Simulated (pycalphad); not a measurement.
Source of the numbers: pycalphad with the COST 507 light-alloy database (1999); pressure 1 atm. These are 1990s assessments: newer ones move some temperatures and phases. Kinetics are ignored, which matters at the lower temperatures.

Molar enthalpy of Hf-1.79C (at.%) in equilibrium (SER reference):

```json
[
 {"T (K)": "3300", "H (kJ/mol)": "136.00", "phases": "liquid"},
 {"T (K)": "3150", "H (kJ/mol)": "129.45", "phases": "liquid"},
 {"T (K)": "3000", "H (kJ/mol)": "122.89", "phases": "liquid"},
 {"T (K)": "2850", "H (kJ/mol)": "116.34", "phases": "liquid"},
 {"T (K)": "2700", "H (kJ/mol)": "109.79", "phases": "liquid"},
 {"T (K)": "2550", "H (kJ/mol)": "103.24", "phases": "liquid"},
 {"T (K)": "2500", "H (kJ/mol)": "101.05", "phases": "liquid"},
 {"T (K)": "2450", "H (kJ/mol)": "70.24", "phases": "hcp + bcc"},
 {"T (K)": "2400", "H (kJ/mol)": "67.96", "phases": "hcp + bcc"},
 {"T (K)": "2250", "H (kJ/mol)": "60.72", "phases": "hcp + bcc"},
 {"T (K)": "2100", "H (kJ/mol)": "54.24", "phases": "hcp"},
 {"T (K)": "1950", "H (kJ/mol)": "48.38", "phases": "hcp"},
 {"T (K)": "1800", "H (kJ/mol)": "42.70", "phases": "hcp"},
 {"T (K)": "1650", "H (kJ/mol)": "37.20", "phases": "hcp"},
 {"T (K)": "1500", "H (kJ/mol)": "31.89", "phases": "hcp"},
 {"T (K)": "1350", "H (kJ/mol)": "26.75", "phases": "hcp"},
 {"T (K)": "1200", "H (kJ/mol)": "21.80", "phases": "hcp"},
 {"T (K)": "1050", "H (kJ/mol)": "17.03", "phases": "hcp"},
 {"T (K)": "900", "H (kJ/mol)": "12.43", "phases": "hcp"},
 {"T (K)": "750", "H (kJ/mol)": "8.02", "phases": "hcp"},
 {"T (K)": "600", "H (kJ/mol)": "3.73", "phases": "hcp + fcc"}
]
```

Cooling from 2500 K to 2450 K, across the freezing range, releases 30.8 kJ/mol, or 176 J/g. The slope is 44 J/(mol K) in the liquid and 46 J/(mol K) just below the solidus, where it includes any heat of precipitation. Liquidus 2493 K, solidus 2479 K. Changes were sought between steps of 50 K, so a narrower field can be missed.

The fcc model also describes the rock-salt carbide or nitride (TiC, TiN, HfC).
